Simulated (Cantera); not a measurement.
A perfectly stirred reactor is fed with H₂ : O₂ : N₂ = 1.4 : 1 : 11 (molar parts), equivalence ratio 0.70, at 0.987 atm; it is held at 1025 K, and followed from long to short residence time.

Cantera simulation using the H2/O2 subset of GRI-Mech 3.0, which has no nitrogen chemistry; the numbers are that mechanism's predictions, not measurements. The temperature is held fixed by assumption; the heat of reaction is taken as removed at once.

x: mole fraction; the columns are a selection and need not sum to one.

| τ (s) | x H₂ | x O₂ | x H | x O | x HO₂ | x H₂O₂ | x H₂O |
|---|---|---|---|---|---|---|---|
| 12 | 0.000699 | 0.0240 | 1.60e-7 | 3.02e-7 | 7.99e-6 | [?] | 0.109 |
| 2.9 | 0.00170 | 0.0244 | 5.99e-7 | 7.91e-7 | 1.35e-5 | [?] | 0.108 |
| 0.71 | 0.00356 | 0.0253 | 2.17e-6 | 1.97e-6 | 2.00e-5 | [?] | 0.106 |
| 0.17 | 0.00552 | 0.0263 | 8.29e-6 | 5.81e-6 | 2.50e-5 | [?] | 0.104 |
| 0.043 | 0.00728 | 0.0271 | 3.11e-5 | 1.79e-5 | 2.79e-5 | [?] | 0.103 |
| 0.010 | 0.0110 | 0.0289 | 0.000122 | 5.23e-5 | 3.14e-5 | [?] | 0.0985 |
| 0.0026 | 0.0177 | 0.0323 | 0.000401 | 0.000123 | 3.55e-5 | [?] | 0.0912 |
| 0.00063 | 0.0306 | 0.0386 | 0.00123 | 0.000271 | 4.08e-5 | 2.03e-6 | 0.0771 |
| 0.00015 | 0.0523 | 0.0495 | 0.00303 | 0.000513 | 4.61e-5 | 1.94e-6 | 0.0530 |

Task: Some entries are withheld; supply them.

Result: 
- 12, x H₂O₂: 3.46e-6
- 2.9, x H₂O₂: 8.87e-6
- 0.71, x H₂O₂: 1.49e-5
- 0.17, x H₂O₂: 1.28e-5
- 0.043, x H₂O₂: 6.44e-6
- 0.010, x H₂O₂: 3.17e-6
- 0.0026, x H₂O₂: 2.22e-6
